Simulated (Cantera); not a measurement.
Silicon carbide growth: Si(CH3)4 + H2

A closed system holds: 1 mol Si(CH3)4, 91 mol H2, held at 0.250 bar.

Cantera equilibrium calculation (NASA polynomials, part measured and part estimated; ideal gas, pure solids and liquids). Candidate condensed phases: C, C6H6, C7H8, C8H18, Si, SiC; 87 gas species. Gases not in the tables: Si2H6 and higher silanes. Kinetics and transport are ignored.

From 975 °C to 2075 °C the condensed part is C(graphite) + SiC(s).

| T (°C) | log p H2 | log p H | log p C2H2 (acetylene) | log p CH4 | log p Si | log p SiH | log p SiC2 | n C(graphite) | n SiC(s) |
|---|---|---|---|---|---|---|---|---|---|
| 975 | -0.60 | -6.63 | -7.22 | -3.16 | <-12 | <-12 | <-12 | 2.73 | 1.00 |
| 1075 | -0.60 | -5.94 | -6.52 | -3.44 | -12.15 | -11.64 | <-12 | 2.86 | 1.00 |
| 1175 | -0.60 | -5.34 | -5.93 | -3.68 | -10.76 | -10.46 | <-12 | 2.92 | 1.000 |
| 1275 | -0.60 | -4.81 | -5.41 | -3.89 | -9.56 | -9.43 | -12.14 | 2.95 | 1.000 |
| 1375 | -0.60 | -4.35 | -4.95 | -4.08 | -8.50 | -8.53 | -10.76 | 2.96 | 1.000 |
| 1475 | -0.60 | -3.94 | -4.55 | -4.24 | -7.56 | -7.74 | -9.53 | 2.96 | 1.000 |
| 1575 | -0.60 | -3.58 | -4.19 | -4.39 | -6.73 | -7.03 | -8.45 | 2.93 | 1.000 |
| 1675 | -0.60 | -3.25 | -3.87 | -4.52 | -5.98 | -6.40 | -7.47 | 2.88 | 0.999 |
| 1775 | -0.60 | -2.95 | -3.58 | -4.64 | -5.31 | -5.83 | -6.60 | 2.79 | 0.996 |
| 1875 | -0.61 | -2.68 | -3.32 | -4.74 | -4.70 | -5.31 | -5.80 | 2.63 | 0.987 |
| 1975 | -0.61 | -2.44 | -3.09 | -4.84 | -4.14 | -4.84 | -5.08 | 2.39 | 0.955 |
| 2075 | -0.62 | -2.22 | -2.88 | -4.94 | -3.64 | -4.42 | -4.43 | 2.05 | 0.852 |
log p: log10 of the partial pressure in bar; n: condensed amount in mol.
